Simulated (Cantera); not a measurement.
**Low-pressure radical oxidation in H2/O2**

An isothermal, constant-pressure homogeneous reactor starts with 9.09 % H2, 90.9 % O2, equivalence ratio 0.050, at 1350 K and 0.00168 atm.

Detailed kinetics in Cantera: the H2/O2 subset of GRI-Mech 3.0, which has no nitrogen chemistry. Radical loss at walls, strong at low pressure, is not modelled. The temperature is held fixed by assumption; the heat of reaction is taken as removed at once.

| t (s) | x H2 | x O2 | x H | x OH | x H2O2 |
|---|---|---|---|---|---|
| 8.00e-6 | 0.0909 | 0.909 | 9.42e-10 | 1.91e-11 | <1e-12 |
| 3.12e-5 | 0.0909 | 0.909 | 3.49e-9 | 2.73e-10 | <1e-12 |
| 0.000122 | 0.0909 | 0.909 | 1.17e-8 | 3.41e-9 | 2.71e-12 |
| 0.000476 | 0.0909 | 0.909 | 4.31e-8 | 3.44e-8 | 4.09e-11 |
| 0.00186 | 0.0909 | 0.909 | 8.80e-7 | 9.71e-7 | 6.02e-10 |
| 0.00725 | 0.0403 | 0.873 | 0.0145 | 0.0119 | 2.57e-8 |
| 0.0283 | 0.00248 | 0.839 | 0.0175 | 0.00865 | 1.47e-8 |
| 0.110 | 0.00241 | 0.841 | 0.0166 | 0.00853 | 1.48e-8 |
| 0.431 | 0.00215 | 0.850 | 0.0136 | 0.00810 | 1.50e-8 |
| 1.68 | 0.00138 | 0.871 | 0.00651 | 0.00656 | 1.46e-8 |
| 6.56 | 0.000344 | 0.896 | 0.000763 | 0.00333 | 9.83e-9 |
| 25.6 | 3.44e-5 | 0.904 | 2.37e-5 | 0.00106 | 3.35e-9 |
| 100 | 3.54e-6 | 0.905 | 7.77e-7 | 0.000339 | 8.58e-10 |
x: mole fraction; the columns are a selection and need not sum to one.

Equilibrium at this temperature and pressure: H2 4.99e-7, O2 0.905, H 4.11e-8, OH 0.000127, H2O2 2.96e-10 (gas phase only).
